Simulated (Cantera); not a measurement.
A Cantera script and what it prints.

```python
import numpy as np
import cantera as ct

gas_names = """
    C CN CO CO2 C2 CCN CNC C2N2 C2O C3 C3O2 C4 C4N2 C5 N NCO NO NO2 NO3 N2 N2O O O2 O3 Si SiC SiC2 SiN
    SiO SiO2 Si2 Si2C Si2N Si3
""".split()
cond_names = """
    C(gr) Si(cr) Si(L) SiC(b) SiO2(Lqz) SiO2(hqz) SiO2(L) Si2N2O(s) Si3N4(a)
""".split()


# ... load() reads the species with a 1 bar reference pressure and builds the phases ...
atoms = {
    'SiO2': {'Si': 1, 'O': 2},
    'CO': {'C': 1, 'O': 1},
    'N2': {'N': 2},
}
top_T = {'C(gr)': 4500, 'SiC(b)': 3050, 'Si2N2O(s)': 2100, 'Si3N4(a)': 2400}  # K; cautious upper limits of use, not melting points


# ... equilibrate(T, P, feed) seeds the gas with the atoms and calls Mixture.equilibrate('TP', solver="vcs", rtol=1e-11, max_steps=5000) ...
results = []
feed = {'SiO2': 1, 'CO': 3.4, 'N2': 1.7}  # mol
P = 1000  # Pa
for T in [1175, 1225, 1275, 1325, 1375, 1425, 1475, 1525, 1575]:
    mix = equilibrate(T, P, feed)
    results.append((T, P, feed, dict(zip(mix.species_names, mix.species_moles))))
    x = sorted(zip(gas.X, gas.species_names), reverse=True)
    print(f"T = {T:g} K  P = {P:g} Pa  gas = {mix.phase_moles(0):.4g} mol")
    print("   x: " + "  ".join(f"{s} {v:.3e}" for v, s in x if v > 0.0001))
    print("   condensed (mol): " + ("  ".join(f"{mix.phase(i).name} {mix.phase_moles(i):.4g}"
          for i in range(1, mix.n_phases) if mix.phase_moles(i) > 1e-12) or "none"))
```

Result:

```
T = 1175 K  P = 1000 Pa  gas = 5.099 mol
   x: CO 6.665e-01  N2 3.334e-01  CO2 1.203e-04
   condensed (mol): C(gr) 0.0006135  SiO2(hqz) 1
T = 1225 K  P = 1000 Pa  gas = 5.1 mol
   x: CO 6.666e-01  N2 3.334e-01
   condensed (mol): C(gr) 0.000303  SiO2(hqz) 1
T = 1275 K  P = 1000 Pa  gas = 5.1 mol
   x: CO 6.666e-01  N2 3.333e-01
   condensed (mol): C(gr) 0.0001537  SiO2(hqz) 1
T = 1325 K  P = 1000 Pa  gas = 5.1 mol
   x: CO 6.666e-01  N2 3.333e-01
   condensed (mol): SiO2(hqz) 0.9999  Si2N2O(s) 3.352e-05
T = 1375 K  P = 1000 Pa  gas = 5.1 mol
   x: CO 6.666e-01  N2 3.333e-01
   condensed (mol): SiO2(hqz) 0.9998
T = 1425 K  P = 1000 Pa  gas = 5.1 mol
   x: CO 6.665e-01  N2 3.333e-01
   condensed (mol): SiO2(hqz) 0.9996
T = 1475 K  P = 1000 Pa  gas = 5.101 mol
   x: CO 6.664e-01  N2 3.333e-01  CO2 1.485e-04  SiO 1.485e-04
   condensed (mol): SiO2(hqz) 0.9992
T = 1525 K  P = 1000 Pa  gas = 5.101 mol
   x: CO 6.662e-01  N2 3.332e-01  CO2 2.938e-04  SiO 2.938e-04
   condensed (mol): SiO2(hqz) 0.9985
T = 1575 K  P = 1000 Pa  gas = 5.103 mol
   x: CO 6.657e-01  N2 3.331e-01  SiO 5.563e-04  CO2 5.563e-04
   condensed (mol): SiO2(hqz) 0.9972
```

Cantera equilibrium calculation (NASA polynomials, part measured and part estimated; ideal gas, pure solids and liquids). N2 is the only nitrogen source here; it is nearly inert below about 1500 K, so the nitride shown seldom forms there in practice. The tables hold silica as quartz up to 1696 K and as liquid above; real silica turns to tridymite and cristobalite and melts near 1996 K.
